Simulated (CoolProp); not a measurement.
trans-2-butene along the isobar 19200 kPa: density (kg/m³) from the reference equation and from simpler models built on Tc = 428.6 K, pc = 4019 kPa, ω = 0.210; each cubic takes its own stable root.

Computed with CoolProp (reference Helmholtz-energy equation of state, Lemmon 2005). It is a short technical equation, of lower accuracy than the large ones.

```tsv
T (K)	phase	reference
359.2	liquid	563.5
370.3	liquid	551.7
381.3	liquid	539.8
392.4	liquid	527.5
403.4	liquid	515.0
414.5	liquid	502.1
425.5	liquid	489.0
436.6	supercritical	475.5
447.6	supercritical	461.8
458.7	supercritical	447.6
469.7	supercritical	433.4
480.8	supercritical	418.7
491.8	supercritical	404.1
502.9	supercritical	389.3
513.9	supercritical	374.6
525	supercritical	360.0
```

**Question.** How far does each simpler model (van der Waals, Redlich-Kwong) lie from the reference over these 16 states: mean and median of the absolute difference, and the worst?

**Answer.** 
- van der Waals: mean 26.3 %, median 27.2 %, worst -32.8 % at 359.2 K and 19200 kPa
- Redlich-Kwong: mean 7.8 %, median 8.4 %, worst -9.0 % at 359.2 K and 19200 kPa
